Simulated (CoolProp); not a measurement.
Diethyl ether along the isotherm 1.85 °C: fugacity coefficient from the reference equation and from simpler models built on Tc = 194.7 °C, pc = 3717 kPa, ω = 0.282; each cubic takes its own stable root.

Values from CoolProp's reference Helmholtz-energy equation of state, Thol 2014.

```
p (kPa)   phase  reference  Redlich-Kwong  Soave-Redlich-Kwong
-------  ------  ---------  -------------  -------------------
5.88        gas     0.9961         0.9977               0.9974
9.15        gas     0.9939         0.9964               0.9959
14.3        gas     0.9904         0.9944               0.9936
22.2        gas     0.9851         0.9912               0.9900
34.5     liquid     0.7678         0.9864               0.7597
53.8     liquid     0.4928         0.9788               0.4876
83.8     liquid     0.3168         0.7120               0.3135
130      liquid     0.2046         0.4600               0.2025
203      liquid     0.1315         0.2957               0.1302
316      liquid    0.08488         0.1910              0.08408
492      liquid    0.05494         0.1238              0.05446
767      liquid    0.03567        0.08049              0.03540
1190     liquid    0.02343        0.05298              0.02329
1860     liquid    0.01544        0.03505              0.01539
```

At some of these states Redlich-Kwong gives the other phase, because its saturation line lies elsewhere.
